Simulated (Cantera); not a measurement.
Input: 1 mol MgCO3, 2.6 mol SO3, 0.054 mol H2O, at 1800 K and 0.100 bar.

These are equilibrium values from Cantera (NASA tables, ideal gas, pure condensed phases), not measurements of a reactor. Candidate condensed phases: C, C6H6, C7H8, C8H18, H2O, H2SO4, Mg, MgCO3, MgO, Mg(OH)2, MgS, MgSO4, S; 130 gas species. The numbers say what is thermodynamically allowed, not how fast it happens.

Base state: SO2 0.524, O2 0.262, CO2 0.202, H2O 0.0107, SO3 0.000892, OH 0.000424, CO 0.000256, O 0.000197 (mole fractions); condensed: MgO(s).

Problem. What changes in the equilibrium state with this change: MgCO3 replaced by FeS?

Solution. 
| species | before | after |
|---|---|---|
| SO2 | 0.524 | 0.936 |
| SO | 6.41e-5 | 0.0279 |
| S2 | <1e-9 | 0.0194 |
| O2 | 0.262 | 4.43e-6 |
| CO2 | 0.202 | 0 |
| H2O | 0.0107 | 0.0138 |
| Fe | 0 | 1.09e-5 |
| S2O | <1e-9 | 0.00134 |
| CO | 0.000256 | 0 |
| SH | <1e-9 | 0.000203 |
| S | 3.09e-9 | 0.000327 |
| MgO(s), mol | 1.00 | 0 |
| FeO(l), mol | 0 | 1.000 |
The tables' stoichiometric FeO is somewhat more stable than real wüstite, so its field is too wide. FeO: taken at fixed stoichiometry. Further candidate phases: Fe, FeO, Fe(OH)2, Fe(OH)3, FeS, FeSO4, FeS2, Fe2O3, Fe2(SO4)3, Fe3O4.
